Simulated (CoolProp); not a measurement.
Propylene along the isotherm -75.45 °C: Z from the reference equation and from simpler models built on Tc = 91.1 °C, pc = 4.555 MPa, ω = 0.146; each cubic takes its own stable root.

Computed with CoolProp (reference Helmholtz-energy equation of state, Lemmon 2013).

```tsv
p (MPa)	phase	reference
2.53	liquid	0.1003
5.06	liquid	0.2000
7.59	liquid	0.2991
10.1	liquid	0.3969
12.7	liquid	0.4975
15.2	liquid	0.5938
17.7	liquid	0.6896
20.2	liquid	0.7849
22.8	liquid	0.8836
```

Task: How far does each simpler model (van der Waals, Redlich-Kwong) lie from the reference over these 9 states: mean and median of the absolute difference, and the worst?

Result: 
- van der Waals: mean 55.4 %, median 55.2 %, worst +58.0 % at -75.45 °C and 2.53 MPa
- Redlich-Kwong: mean 6.8 %, median 6.8 %, worst +7.3 % at -75.45 °C and 2.53 MPa
